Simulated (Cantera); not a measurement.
Input (Python, Cantera) and output of one run.

```python
import numpy as np
import cantera as ct

gas_names = """
    S2 CS2 PbS
""".split()
cond_names = """
    Na(cr) Na(L) Na2S(1) Na2S(2) Na2S(L) Ba(cr) Ba(L) BaS(s) Ni(cr) Ni(L) NiS(b) NiS(a) NiS(L) C(gr)
    Pb(cr) Pb(L) NiS2(s) NiS2(L) Ca(a) Ca(b) Ca(L) CaS(s)
""".split()


def load(file, names, dense=False):
    # The tables refer to 1 bar. Condensed volumes are neglected.
    table = {s.name: s for s in ct.Species.list_from_file(file)}
    out = []
    for n in names:
        d = dict(table[n].input_data)
        d["thermo"] = dict(d["thermo"], **{"reference-pressure": 1e5})
        if dense:
            d["equation-of-state"] = {"model": "constant-volume", "density": "1e6 g/cm^3"}
        out.append(ct.Species.from_dict(d))
    return out


species = {s.name: s for s in load("nasa_gas.yaml", gas_names) + load("nasa_condensed.yaml", cond_names)}
# Each term lists the table entries of one substance; the one whose range holds T is used.
reactions = {
    '4 Na + S2(g) = 2 Na2S':
        [(-4, ['Na(cr)', 'Na(L)']), (-1, ['S2']), (2, ['Na2S(1)', 'Na2S(2)', 'Na2S(L)'])],
    '2 Ba + S2(g) = 2 BaS':
        [(-2, ['Ba(cr)', 'Ba(L)']), (-1, ['S2']), (2, ['BaS(s)'])],
    '2 Ni + S2(g) = 2 NiS':
        [(-2, ['Ni(cr)', 'Ni(L)']), (-1, ['S2']), (2, ['NiS(b)', 'NiS(a)', 'NiS(L)'])],
    'C + S2(g) = CS2(g)':
        [(-1, ['C(gr)']), (-1, ['S2']), (1, ['CS2'])],
    '2 Pb + S2(g) = 2 PbS(g)':
        [(-2, ['Pb(cr)', 'Pb(L)']), (-1, ['S2']), (2, ['PbS'])],
    'Ni + S2(g) = NiS2':
        [(-1, ['Ni(cr)', 'Ni(L)']), (-1, ['S2']), (1, ['NiS2(s)', 'NiS2(L)'])],
    '2 Ca + S2(g) = 2 CaS':
        [(-2, ['Ca(a)', 'Ca(b)', 'Ca(L)']), (-1, ['S2']), (2, ['CaS(s)'])],
}


def pick(names, T):
    return next(species[n] for n in names if species[n].thermo.min_temp <= T <= species[n].thermo.max_temp)


results = []
for label, terms in reactions.items():
    print(label)
    print("     T/K   dH/kJ  dS/(J/K)   dG/kJ   log10 K")
    for T in [873, 923, 973, 1023, 1073, 1123, 1173]:
        used = [(nu, pick(names, T)) for nu, names in terms]
        dH = sum(nu * s.thermo.h(T) for nu, s in used) / 1e6
        dS = sum(nu * s.thermo.s(T) for nu, s in used) / 1e3
        dG = dH - T * dS / 1e3
        logK = -dG * 1e6 / (ct.gas_constant * T * np.log(10))
        results.append((label, T, dH, dS, dG, logK, [s.name for _, s in used]))
        print(f"{T:8g} {dH:8.1f} {dS:8.1f} {dG:8.1f} {logK:8.2f}")
```

It prints:

```
4 Na + S2(g) = 2 Na2S
     T/K   dH/kJ  dS/(J/K)   dG/kJ   log10 K
     873   -860.0   -250.3   -641.5    38.38
     923   -858.5   -248.6   -629.0    35.60
     973   -856.9   -246.9   -616.7    33.10
    1023   -855.2   -245.2   -604.4    30.86
    1073   -853.1   -243.2   -592.1    28.83
    1123   -849.8   -240.2   -580.0    26.98
    1173   -844.4   -235.5   -568.1    25.30
2 Ba + S2(g) = 2 BaS
     T/K   dH/kJ  dS/(J/K)   dG/kJ   log10 K
     873  -1052.2   -189.1   -887.1    53.08
     923  -1052.2   -189.1   -877.7    49.67
     973  -1052.3   -189.1   -868.2    46.61
    1023  -1068.1   -204.9   -858.4    43.83
    1073  -1068.1   -205.0   -848.2    41.29
    1123  -1068.2   -205.0   -837.9    38.97
    1173  -1068.2   -205.0   -827.7    36.86
2 Ni + S2(g) = 2 NiS
     T/K   dH/kJ  dS/(J/K)   dG/kJ   log10 K
     873   -285.4   -151.8   -152.9     9.15
     923   -284.3   -150.7   -145.3     8.22
     973   -283.2   -149.4   -137.8     7.40
    1023   -281.9   -148.2   -130.3     6.66
    1073   -280.6   -146.9   -123.0     5.99
    1123   -279.2   -145.6   -115.7     5.38
    1173   -277.6   -144.3   -108.4     4.83
C + S2(g) = CS2(g)
     T/K   dH/kJ  dS/(J/K)   dG/kJ   log10 K
     873    -10.0      7.0    -16.1     0.97
     923    -10.0      7.0    -16.5     0.93
     973    -10.0      7.1    -16.8     0.90
    1023     -9.9      7.1    -17.2     0.88
    1073     -9.9      7.1    -17.5     0.85
    1123     -9.9      7.1    -17.9     0.83
    1173     -9.9      7.1    -18.3     0.81
2 Pb + S2(g) = 2 PbS(g)
     T/K   dH/kJ  dS/(J/K)   dG/kJ   log10 K
     873    113.9    107.9     19.7    -1.18
     923    112.9    106.7     14.4    -0.81
     973    111.8    105.6      9.1    -0.49
    1023    110.8    104.5      3.8    -0.20
    1073    109.7    103.5     -1.4     0.07
    1123    108.7    102.6     -6.5     0.30
    1173    107.7    101.7    -11.6     0.52
Ni + S2(g) = NiS2
     T/K   dH/kJ  dS/(J/K)   dG/kJ   log10 K
     873   -253.9   -175.3   -100.8     6.03
     923   -253.1   -174.5    -92.1     5.21
     973   -252.3   -173.7    -83.3     4.47
    1023   -251.5   -172.9    -74.7     3.81
    1073   -250.7   -172.1    -66.1     3.22
    1123   -249.9   -171.3    -57.5     2.67
    1173   -249.0   -170.6    -48.9     2.18
2 Ca + S2(g) = 2 CaS
     T/K   dH/kJ  dS/(J/K)   dG/kJ   log10 K
     873  -1071.9   -193.5   -903.0    54.03
     923  -1071.5   -193.0   -893.3    50.56
     973  -1071.2   -192.6   -883.7    47.44
    1023  -1070.9   -192.4   -874.1    44.63
    1073  -1070.6   -192.2   -864.5    42.08
    1123  -1087.7   -207.4   -854.7    39.76
    1173  -1087.9   -207.6   -844.4    37.60
```

Standard-state values (1 bar) from the NASA 1993 polynomials, evaluated with Cantera. Condensed species are held in their standard states even where they would react or evaporate.
